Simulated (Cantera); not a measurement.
## Transport properties of process gases

Gas mixture: NO : O2 = 0.61 : 0.13 (molar parts), at 5.00 bar, frozen composition.

Cantera's kinetic-theory transport with the Lennard-Jones parameters of GRI-Mech 3.0, ideal gas; thermal conductivity in the multicomponent form. The composition is frozen, though it would react at the higher temperatures.

| T (K) | ρ (kg/m³) | cp (J/kg/K) | μ (µPa s) | λ (mW/m/K) | Pr | D (cm²/s) H | D (cm²/s) N2 | D (cm²/s) NH3 |
|---|---|---|---|---|---|---|---|---|
| 400 | 4.56 | 988.0 | 23.6 | 32.7 | 0.711 | 0.415 | 0.0689 | 0.0768 |
| 650 | 2.81 | 1047 | 32.9 | 48.7 | 0.709 | 0.958 | 0.158 | 0.186 |
| 900 | 2.03 | 1106 | 40.9 | 63.9 | 0.708 | 1.66 | 0.272 | 0.329 |
| 1150 | 1.59 | 1145 | 48.0 | 77.6 | 0.708 | 2.50 | 0.409 | 0.502 |
| 1400 | 1.30 | 1172 | 54.5 | 90.4 | 0.707 | 3.47 | 0.567 | 0.701 |
| 1650 | 1.11 | 1194 | 60.6 | 102 | 0.707 | 4.56 | 0.745 | 0.925 |
D: mixture-averaged diffusion coefficient of that species in the mixture.
